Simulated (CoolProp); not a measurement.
A closed Brayton cycle with carbon dioxide: compressor inlet 317.15 K and 8.3 MPa, high pressure 20.1 MPa, turbine inlet 770 K, compressor efficiency 0.85, turbine efficiency 0.93, recuperator effectiveness 0.9 (on enthalpy, no pinch check). Each further row changes one setting.

Model: reference Helmholtz-energy equation of state, Span 1996, in CoolProp.

```tsv
case	thermal efficiency (%)	net work (kJ/kg)	compressor to turbine work	compressor exit (K)	turbine exit (K)
as stated	___	73.6	0.34	383.3	665.2
turbine inlet 720 K	30.6	65.2	0.37	383.3	___
compressor inlet 327.15 K	31.4	66.1	0.41	402.1	665.2
high pressure 17.1 MPa	___	62.7	0.32	371.0	683.9
recuperator effectiveness 0.5	___	73.6	0.34	383.3	665.2
```

Task: Complete the blanks.

Result: 
- as stated, thermal efficiency (%): 32.4
- turbine inlet 720 K, turbine exit (K): 619.2
- high pressure 17.1 MPa, thermal efficiency (%): 30.8
- recuperator effectiveness 0.5, thermal efficiency (%): 20.6
